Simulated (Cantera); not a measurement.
Charge: 1 mol AlN, 1.8 mol H2, at 1.20 Pa.

Method: chemical equilibrium by Gibbs-energy minimisation in Cantera with the NASA 1993 tables (ideal gas, pure condensed phases). Candidate condensed phases: Al, AlN; 13 gas species. Rates play no part. All values below are at 2173 K.

Base state: H 0.523, Al 0.224, H2 0.141, N2 0.112, AlH 5.74e-5 (mole fractions); condensed: gas only.

Question: What changes in the equilibrium state with this change: AlN replaced by Si3N4?

Answer: 
```json
[
 {"species": "Si", "before": "0", "after": "0.368"},
 {"species": "H", "before": "0.523", "after": "0.330"},
 {"species": "N2", "before": "0.112", "after": "0.246"},
 {"species": "Al", "before": "0.224", "after": "0"},
 {"species": "H2", "before": "0.141", "after": "0.0561"},
 {"species": "SiH", "before": "0", "after": "0.000141"},
 {"species": "SiN", "before": "0", "after": "0.000113"},
 {"species": "Si2", "before": "0", "after": "8.72e-5"},
 {"species": "AlH", "before": "5.74e-5", "after": "0"}
]
```
The tables' values for SiN are old estimates; treat these amounts as uncertain. Further candidate phases: Si, Si3N4.

Question: What changes in the equilibrium state with this change: pressure from 1.20 Pa to 3.30 mbar?

Answer: 
```
species   before    after
-------  -------  -------
H2         0.141    0.499
Al         0.224    0.292
N2         0.112    0.147
H          0.523   0.0593
Al2      7.99e-8  3.74e-5
AlH      5.74e-5  0.00234
```
